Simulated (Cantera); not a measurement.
Input: 1 mol CH3SiH3, 0.056 mol C2H2, 6.1 mol H2, at 750 Torr.

Cantera equilibrium calculation (NASA polynomials, part measured and part estimated; ideal gas, pure solids and liquids). Candidate condensed phases: C, C6H6, C7H8, C8H18, Si, SiC; 87 gas species. The feed counts by its element totals alone. Rates play no part.

x: gas mole fraction; n: condensed amount in mol.

| T (K) | x H2 | x CH4 | x H | x C2H2 (acetylene) | n SiC(s) | n C(graphite) |
|---|---|---|---|---|---|---|
| 948 | 0.988 | 0.0124 | 5.21e-10 | 1.40e-12 | 1.00 | 0 |
| 998 | 0.988 | 0.0124 | 2.14e-9 | 1.81e-11 | 1.00 | 0 |
| 1048 | 0.988 | 0.0124 | 7.68e-9 | 1.84e-10 | 1.00 | 0 |
| 1098 | 0.988 | 0.0124 | 2.46e-8 | 1.52e-9 | 1.00 | 0 |
| 1148 | 0.988 | 0.0124 | 7.12e-8 | 1.04e-8 | 1.00 | 0 |
| 1198 | 0.988 | 0.0124 | (withheld) | (withheld) | 1.00 | 0 |
| 1248 | 0.989 | (withheld) | (withheld) | (withheld) | 1.00 | (withheld) |
| 1298 | 0.992 | 0.00784 | 1.07e-6 | 5.54e-7 | 1.00 | 0.0407 |
| 1348 | 0.994 | 0.00577 | 2.31e-6 | 1.20e-6 | 1.00 | 0.0594 |
| 1398 | 0.996 | 0.00433 | 4.72e-6 | 2.44e-6 | 1.00 | 0.0724 |
| 1448 | 0.997 | 0.00331 | 9.20e-6 | 4.74e-6 | 1.00 | 0.0816 |
| 1498 | 0.997 | 0.00258 | 1.72e-5 | 8.79e-6 | 1.00 | 0.0882 |
| 1548 | 0.998 | 0.00204 | 3.08e-5 | 1.57e-5 | 1.00 | 0.0930 |
| 1598 | 0.998 | 0.00164 | 5.32e-5 | 2.69e-5 | 1.000 | 0.0964 |

Q: Complete the blanks.

A: 
- 1248, x CH4: 0.0109
- 1248, x H: 4.64e-7
- 1248, x C2H2 (acetylene): 2.41e-7
- 1248, n C(graphite): 0.0132
- 1198, x H: 1.89e-7
- 1198, x C2H2 (acetylene): 6.12e-8
